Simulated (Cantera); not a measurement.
An isothermal, constant-pressure homogeneous reactor starts with CO : O₂ : H₂O : N₂ = 0.0075 : 0.024 : 0.027 : 1 (molar parts), equivalence ratio 0.16, at 1400 K and 0.620 bar. Integrator tolerance rtol = 1e-08.

Computed with Cantera and GRI-Mech 3.0 (53 species, 325 reactions).

### Question
What does this change do: temperature 1400 to 875 K?

### Answer
| quantity | before | after |
|---|---|---|
| x(CO) at 10.0 s | 6.43e-8 (gas-phase equilibrium 6.45e-8) | 0.00627 (gas-phase equilibrium <1e-12) |
| x(O₂) at 10.0 s | 0.0192 (gas-phase equilibrium 0.0191) | 0.0223 (gas-phase equilibrium 0.0192) |
| x(H₂O) at 10.0 s | 0.0256 (gas-phase equilibrium 0.0256) | 0.0255 (gas-phase equilibrium 0.0256) |
| x(OH) at 10.0 s | 9.68e-6 (gas-phase equilibrium 9.67e-6) | 8.87e-9 (gas-phase equilibrium 2.22e-9) |
| x(H₂O₂) at 10.0 s | 3.12e-10 (gas-phase equilibrium 3.11e-10) | 4.71e-6 (gas-phase equilibrium 1.27e-12) |
